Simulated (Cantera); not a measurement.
What does this Cantera script print?

```python
import numpy as np
import cantera as ct

surf = ct.Interface("diamond.yaml", "diamond_100")
gas, bulk = surf.adjacent["gas"], surf.adjacent["diamond"]
k = surf.kinetics_species_index(bulk.species_names[0])
cover = ["c6HH", "c6H*", "c6*H", "c6**", "c6HM", "c6B"]

rows, drift = [], 0.0
print(f"{'T':>10s}{'um/h':>11s}" + "".join(f"{s:>11s}" for s in cover))
for v in [950, 1000, 1050, 1100, 1150, 1200, 1250, 1300, 1350, 1400]:
    T, P, xH, xCH3 = v, 3600, 0.0081, 0.00014
    gas.TPX = T, P, {"H": xH, "CH3": xCH3, "CH4": 0.0061, "H2": 1 - xH - xCH3 - 0.0061}
    surf.TP = bulk.TP = T, P
    surf.coverages = "c6H*:0.1, c6HH:0.9"
    surf.advance_coverages(100.0)
    before = surf.coverages
    surf.advance_coverages(100.0)
    drift = max(drift, np.max(np.abs(surf.coverages - before) / (surf.coverages + 1e-9)))
    rate = surf.net_production_rates[k] * bulk.mean_molecular_weight / bulk.density * 3.6e9
    rows.append([rate, *surf[cover].coverages])
    print(f"{v:10.4g}{rate:11.4e}" + "".join(f"{x:11.3e}" for x in rows[-1][1:]))
```

Output:

```
         T       um/h       c6HH       c6H*       c6*H       c6**       c6HM        c6B
       950 2.0449e+00  6.341e-01  1.397e-02  3.305e-01  6.580e-03  1.139e-02  5.549e-09
      1000 2.5565e+00  5.897e-01  1.814e-02  3.702e-01  9.589e-03  9.014e-03  6.937e-09
      1050 2.9654e+00  5.477e-01  2.275e-02  4.062e-01  1.340e-02  6.882e-03  8.047e-09
      1100 3.0377e+00  5.086e-01  2.773e-02  4.384e-01  1.805e-02  4.775e-03  8.243e-09
      1150 2.6063e+00  4.725e-01  3.296e-02  4.664e-01  2.355e-02  2.797e-03  7.072e-09
      1200 1.9192e+00  4.394e-01  3.834e-02  4.900e-01  2.985e-02  1.355e-03  5.208e-09
      1250 1.3933e+00  4.090e-01  4.375e-02  5.091e-01  3.684e-02  5.762e-04  3.781e-09
      1300 1.1517e+00  3.815e-01  4.912e-02  5.242e-01  4.441e-02  2.325e-04  3.125e-09
      1350 1.0966e+00  3.569e-01  5.439e-02  5.358e-01  5.244e-02  9.281e-05  2.976e-09
      1400 1.0727e+00  3.350e-01  5.953e-02  5.443e-01  6.079e-02  3.688e-05  2.911e-09
```

Computed with Cantera and the Harris–Goodwin 1993 mechanism for the reconstructed diamond (100) surface.
